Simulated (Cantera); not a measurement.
Charge: 1 mol TEOS, 0.72 mol O₃, held at 500 K and 7.50 Torr.

Equilibrium computed with Cantera from the NASA thermochemical tables; the gas is ideal and each condensed phase is pure. Candidate condensed phases: C, C₆H₆, C₇H₈, C₈H₁₈, H₂O, Si, SiC, SiO₂; 123 gas species. The feed counts by its element totals alone. The numbers say what is thermodynamically allowed, not how fast it happens.

Base state: H₂O 0.462, CH₄ 0.371, H₂ 0.122, CO₂ 0.0446, CO 8.57e-5 (mole fractions); condensed: C(graphite) + SiO₂(α-quartz).

What changes in the equilibrium state with this change: temperature from 500 K to 1575 K?


```json
[
 {"species": "H₂", "before": "0.122", "after": "0.619"},
 {"species": "CO", "before": "8.57e-5", "after": "0.380"},
 {"species": "SiO", "before": "<1e-9", "after": "0.00100"},
 {"species": "H₂O", "before": "0.462", "after": "2.41e-6"},
 {"species": "CO₂", "before": "0.0446", "after": "5.11e-7"},
 {"species": "CH₄", "before": "0.371", "after": "6.96e-6"},
 {"species": "H", "before": "<1e-9", "after": "0.000327"},
 {"species": "C₂H₂ (acetylene)", "before": "<1e-9", "after": "1.31e-5"},
 {"species": "C(graphite), mol", "before": "4.87", "after": "0.872"},
 {"species": "SiO₂(α-quartz), mol", "before": "1.00", "after": "0"},
 {"species": "SiC(s), mol", "before": "0", "after": "0.984"}
]
```
